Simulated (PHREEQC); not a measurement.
NH3 is added in steps, without added water, to 1 kg of water holding 0.019 mol/kgw H2SO4, 0.028 mol/kgw Al2(SO4)3 and 0.035 mol/kgw MnSO4, at 20 °C. The system is closed to oxygen. CO2 from the air is kept out. No solid was allowed to form.

Base run: PHREEQC, ion-association model, wateq4f.dat. Each further column changes one thing. The table gives pH.

```
NH3 added (mol)  base  Al2(SO4)3 left out  Al2(SO4)3 from 0.028 to 0.0252 mol/kgw  Al2(SO4)3 from 0.028 to 0.14 mol/kgw  solids may form
---------------  ----  ------------------  --------------------------------------  ------------------------------------  ---------------
0                1.85                1.77                                    1.84                                  1.99             1.85
0.08281          6.00                9.63                                    6.02                                  5.62             3.83
0.1491           6.30               10.02                                    6.34                            (withheld)             4.06
0.2319           6.68               10.25                                    6.97                            (withheld)             8.73
0.2981           8.77               10.37                                    9.01                                  6.14       (withheld)
0.3809           9.28               10.48                                    9.39                            (withheld)             9.25
0.4472           9.47          (withheld)                                    9.56                                  6.27       (withheld)
0.53             9.64               10.62                                    9.71                                  6.33             9.61
```

What belongs in the gaps?


- 0.1491, Al2(SO4)3 from 0.028 to 0.14 mol/kgw: 5.90
- 0.2319, Al2(SO4)3 from 0.028 to 0.14 mol/kgw: 6.06
- 0.2981, solids may form: 8.94
- 0.3809, Al2(SO4)3 from 0.028 to 0.14 mol/kgw: 6.22
- 0.4472, Al2(SO4)3 left out: 10.55
- 0.4472, solids may form: 9.44

In at least one series the solution becomes supersaturated in solids that the run did not let form, among them Gibbsite, Pyrochroite, Basaluminite. The ionic strength passes 0.7 mol/kgw, the rough limit of the ion-association models, in part of: Al2(SO4)3 from 0.028 to 0.14 mol/kgw.  Solids allowed in the column 'solids may form': Gibbsite, Pyrochroite, Basaluminite.
